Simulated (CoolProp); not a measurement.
A single-stage vapour-compression cycle with vinyl chloride: evaporating at 274.15 K (dew point), condensing at 316.15 K (bubble point), superheat 10 K, subcooling 2 K, compressor efficiency 0.75, no pressure losses. Each further row changes one setting.

Computed with CoolProp (reference Helmholtz-energy equation of state, Thol 2022).

```
case                              cooling COP  pressure ratio  discharge temperature (K)  refrigerating effect (kJ/kg)  volumetric capacity (kJ/m³)
--------------------------------  -----------  --------------  -------------------------  ----------------------------  ---------------------------
as stated                                4.25            3.64                      365.2                           290                         1440
evaporating temperature 279.15 K   (withheld)            3.05                      359.5                           294                         1710
condensing temperature 311.15 K          4.91            3.18                 (withheld)                           298                         1480
subcooling 7 K                           4.37            3.64                      365.2                           298                         1480
superheat 20 K                           4.22            3.64                      376.1                           299                   (withheld)
compressor efficiency 0.65               3.69            3.64                 (withheld)                           290                         1440
```

Fill in the missing entries.


- evaporating temperature 279.15 K, cooling COP: 4.99
- condensing temperature 311.15 K, discharge temperature (K): 356.6
- superheat 20 K, volumetric capacity (kJ/m³): 1420
- compressor efficiency 0.65, discharge temperature (K): 375.2
